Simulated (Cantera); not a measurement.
Input: 1 mol toluene, 0.074 mol H2O, 8.3 mol N2, held at 1950 °C and 1 atm.

Method: chemical equilibrium by Gibbs-energy minimisation in Cantera with the NASA 1993 tables (ideal gas, pure condensed phases). The numbers say what is thermodynamically allowed, not how fast it happens.

```tsv
species	before	after
N2	0.658	0.441
H2	0.316	0.373
CO	0.00593	0.167
HCN	0.0148	0.0131
CH4	2.53e-5	3.53e-5
C2H2 (acetylene)	0.000917	0.00108
HNC	0.00121	0.00107
H	0.00358	0.00389
C(graphite), mol	6.70	3.60
```
Gas species are given as mole fractions.

Problem. Which change was made?
A. pressure from 1 atm to 69.0 bar
B. toluene replaced by CH3OH
C. pressure from 1 atm to 1.90 bar
D. H2O from 0.074 to 3.1 mol

Solution. D, H2O from 0.074 to 3.1 mol
